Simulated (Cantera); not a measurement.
An isothermal, constant-pressure homogeneous reactor starts with N₂O : H₂O = 1 : 0.043 (molar parts), at 1248 K and 548 Torr.

Computed with Cantera and GRI-Mech 3.0 (53 species, 325 reactions). GRI-Mech 3.0 was tuned for natural gas; its chemistry of N2O as a main component is partial and can be far from experiment. The mechanism lacks the step 2 NO + O2 → 2 NO2, which can matter for NO2 below about 1400 K. The temperature is held fixed by assumption; the heat of reaction is taken as removed at once.

**Question.** Predict: x(N₂O) at 1.00 s; x(H₂O) at 1.00 s; x(NO) at 1.00 s; x(H₂O₂) at 1.00 s; x(O) at 1.00 s; x(N₂) at 1.00 s.

**Answer.** 
- x(N₂O) at 1.00 s: 0.242 (gas-phase equilibrium 1.66e-8)
- x(H₂O) at 1.00 s: 0.0312 (gas-phase equilibrium 0.0279)
- x(NO) at 1.00 s: 0.0453 (gas-phase equilibrium 0.000315)
- x(H₂O₂) at 1.00 s: 1.91e-8 (gas-phase equilibrium 4.91e-10)
- x(O) at 1.00 s: 2.14e-6 (gas-phase equilibrium 4.46e-8)
- x(N₂) at 1.00 s: 0.462 (gas-phase equilibrium 0.648)
